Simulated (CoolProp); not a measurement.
n-decane along the isobar 1530 kPa: density (kg/m³) from the reference equation and from simpler models built on Tc = 617.7 K, pc = 2101 kPa, ω = 0.488; each cubic takes its own stable root.

Computed with CoolProp (reference Helmholtz-energy equation of state, Lemmon 2006). It is a short technical equation, of lower accuracy than the large ones.

```
T (K)   phase  reference
-----  ------  ---------
428.3  liquid      623.9
432.4  liquid      620.3
436.4  liquid      616.8
440.5  liquid      613.2
444.5  liquid      609.7
448.6  liquid      606.0
452.6  liquid      602.4
456.7  liquid      598.7
460.7  liquid      595.0
464.8  liquid      591.2
468.9  liquid      587.3
472.9  liquid      583.5
477    liquid      579.5
481    liquid      575.6
485.1  liquid      571.5
```

**Question.** How far does each simpler model (van der Waals, Redlich-Kwong, Peng-Robinson) lie from the reference over these 15 states: mean and median of the absolute difference, and the worst?

**Answer.** 
- van der Waals: mean 45.1 %, median 45.1 %, worst -45.3 % at 428.3 K and 1530 kPa
- Redlich-Kwong: mean 21.7 %, median 21.6 %, worst -22.4 % at 485.1 K and 1530 kPa
- Peng-Robinson: mean 4.7 %, median 4.6 %, worst -5.0 % at 485.1 K and 1530 kPa
